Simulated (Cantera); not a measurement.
What does this Cantera script print?

```python
import numpy as np
import cantera as ct

gas = ct.Solution("gri30.yaml")
gas.TPX = 1375, 100000, {'C2H4': 1, 'O2': 4.84, 'N2': 18.2, 'CO2': 2.7}
reactor = ct.IdealGasConstPressureReactor(gas, energy="on", clone=False)
net = ct.ReactorNet([reactor])
net.rtol, net.atol = 1e-08, 1e-16
show = ['C2H4', 'O2', 'CO2', 'CH4', 'C2H', 'C2H2']
times = np.geomspace(6e-06, 0.1, 14)

steps = ct.SolutionArray(gas, extra=["t"])
rows = []
print(f"{'t/s':>10s}{'T/K':>9s}{'P/Pa':>11s}" + "".join(f"{s:>11s}" for s in show))
for t in times:
    while net.time < t:
        t_next = net.step()
        steps.append(gas.state, t=t_next)
    rows.append([np.interp(t, steps.t, y) for y in (steps.T, steps.P, *steps(*show).X.T)])
    print(f"{t:10.3e}{rows[-1][0]:9.1f}{rows[-1][1]:11.4g}" + "".join(f"{x:11.3e}" for x in rows[-1][2:]))
rate = np.gradient(steps.T, steps.t)
print("integrator steps:", len(steps.t))
if steps.T.max() > steps.T[0] + 200:
    print(f"time of steepest temperature rise: {steps.t[rate.argmax()]:.4e} s")
gas.TPX = 1375, 100000, {'C2H4': 1, 'O2': 4.84, 'N2': 18.2, 'CO2': 2.7}
gas.equilibrate("HP")
print(f"equilibrium (HP): T = {gas.T:.1f} K  " + "  ".join(f"{s} {gas[s].X[0]:.3e}" for s in show))
```

Output:

```
       t/s      T/K       P/Pa       C2H4         O2        CO2        CH4        C2H       C2H2
 6.000e-06   1375.0      1e+05  3.740e-02  1.810e-01  1.010e-01  5.199e-12  7.894e-18  2.214e-07
 1.267e-05   1375.0      1e+05  3.740e-02  1.810e-01  1.010e-01  8.213e-11  1.082e-16  4.681e-07
 2.677e-05   1375.0      1e+05  3.740e-02  1.810e-01  1.010e-01  3.876e-09  7.409e-15  1.010e-06
 5.655e-05   1379.0      1e+05  3.628e-02  1.796e-01  1.009e-01  1.257e-05  1.027e-09  4.741e-05
 1.194e-04   2040.8      1e+05  1.890e-24  8.339e-02  1.227e-01  2.607e-17  3.724e-22  1.803e-20
 2.523e-04   2190.2      1e+05  1.123e-26  7.975e-02  1.354e-01  3.595e-18  1.944e-23  6.089e-22
 5.330e-04   2313.3      1e+05  1.820e-27  7.633e-02  1.473e-01  1.331e-18  2.016e-23  5.542e-22
 1.126e-03   2395.1      1e+05  4.631e-28  7.359e-02  1.561e-01  8.961e-19  1.356e-23  3.807e-22
 2.378e-03   2421.2      1e+05  2.803e-28  7.246e-02  1.592e-01  8.068e-19  1.049e-23  3.029e-22
 5.023e-03   2421.7      1e+05  2.680e-28  7.199e-02  1.594e-01  7.971e-19  1.008e-23  2.936e-22
 1.061e-02   2419.6      1e+05  2.611e-28  7.121e-02  1.595e-01  7.876e-19  9.658e-24  2.847e-22
 2.241e-02   2416.1      1e+05  2.499e-28  6.994e-02  1.597e-01  7.720e-19  8.994e-24  2.703e-22
 4.734e-02   2412.1      1e+05  2.373e-28  6.850e-02  1.599e-01  7.541e-19  8.281e-24  2.543e-22
 1.000e-01   2409.9      1e+05  2.307e-28  6.774e-02  1.600e-01  7.447e-19  7.919e-24  2.459e-22
integrator steps: 1600
time of steepest temperature rise: 7.8813e-05 s
equilibrium (HP): T = 2409.6 K  C2H4 2.852e-28  O2 6.763e-02  CO2 1.600e-01  CH4 1.099e-18  C2H 8.627e-24  C2H2 2.789e-22
```

Computed with Cantera and GRI-Mech 3.0 (53 species, 325 reactions). GRI-Mech 3.0 was tuned for natural gas; its chemistry of ethylene as a main component is partial and can be far from experiment.
